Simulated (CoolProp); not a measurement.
Sulfur hexafluoride at 344.77 K and 5.53 MPa flows at 0.058 m/s in a round tube of 50 mm bore and 0.25 µm roughness, fully developed (64/Re and Nu = 3.66 if laminar; Colebrook and Gnielinski if turbulent). Each further row changes one setting.

Values from CoolProp's reference Helmholtz-energy equation of state, Guder 2009.

```tsv
case	Reynolds number	Darcy friction factor	pressure drop (Pa/m)	heat-transfer coefficient (W/(m² K))	mass flow (kg/h)
as stated	51900	0.0207	0.430	127	253
velocity 0.116 m/s	104000	0.0179	1.48	225	506
diameter 100 mm	104000	0.0179	…	…	…
```

Q: What belongs in the gaps?

A: 
- diameter 100 mm, pressure drop (Pa/m): 0.185
- diameter 100 mm, heat-transfer coefficient (W/(m² K)): 112
- diameter 100 mm, mass flow (kg/h): 1010

Viscosity comes from a separate model (Quiñones-Cisneros 2012). Thermal conductivity comes from a separate model (Assael 2012).
